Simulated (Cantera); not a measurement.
**Pyrogenic steam for wet oxidation**

An isothermal, constant-pressure homogeneous reactor starts with H2 : O2 : N2 = 1.3 : 1 : 0.63 (molar parts), at 1225 K and 100000 Pa.

Cantera simulation using the H2/O2 subset of GRI-Mech 3.0, which has no nitrogen chemistry; the numbers are that mechanism's predictions, not measurements. The temperature is held fixed by assumption; the heat of reaction is taken as removed at once.

```json
[
 {"t (s)": "1.00e-6", "x H2": "0.444", "x O2": "0.341", "x H2O": "7.38e-9", "x O": "2.98e-9", "x H2O2": "2.90e-11"},
 {"t (s)": "5.37e-6", "x H2": "0.444", "x O2": "0.341", "x H2O": "1.55e-6", "x O": "2.27e-7", "x H2O2": "1.53e-9"},
 {"t (s)": "2.89e-5", "x H2": "0.0437", "x O2": "0.168", "x H2O": "0.496", "x O": "0.00566", "x H2O2": "5.50e-5"},
 {"t (s)": "0.000155", "x H2": "0.00432", "x O2": "0.155", "x H2O": "0.564", "x O": "4.48e-5", "x H2O2": "1.59e-5"},
 {"t (s)": "0.000833", "x H2": "0.00161", "x O2": "0.154", "x H2O": "0.568", "x O": "4.80e-6", "x H2O2": "4.73e-6"},
 {"t (s)": "0.00447", "x H2": "0.000226", "x O2": "0.154", "x H2O": "0.570", "x O": "3.87e-7", "x H2O2": "2.71e-7"},
 {"t (s)": "0.0240", "x H2": "1.33e-6", "x O2": "0.154", "x H2O": "0.570", "x O": "2.74e-8", "x H2O2": "1.08e-8"},
 {"t (s)": "0.129", "x H2": "3.11e-8", "x O2": "0.154", "x H2O": "0.570", "x O": "1.73e-8", "x H2O2": "6.92e-9"},
 {"t (s)": "0.693", "x H2": "3.10e-8", "x O2": "0.154", "x H2O": "0.570", "x O": "1.66e-8", "x H2O2": "6.67e-9"},
 {"t (s)": "3.72", "x H2": "3.10e-8", "x O2": "0.154", "x H2O": "0.570", "x O": "1.66e-8", "x H2O2": "6.67e-9"},
 {"t (s)": "20.0", "x H2": "3.10e-8", "x O2": "0.154", "x H2O": "0.570", "x O": "1.66e-8", "x H2O2": "6.67e-9"}
]
```
x: mole fraction; the columns are a selection and need not sum to one.

Equilibrium at this temperature and pressure: H2 3.10e-8, O2 0.154, H2O 0.570, O 1.66e-8, H2O2 6.67e-9 (gas phase only).
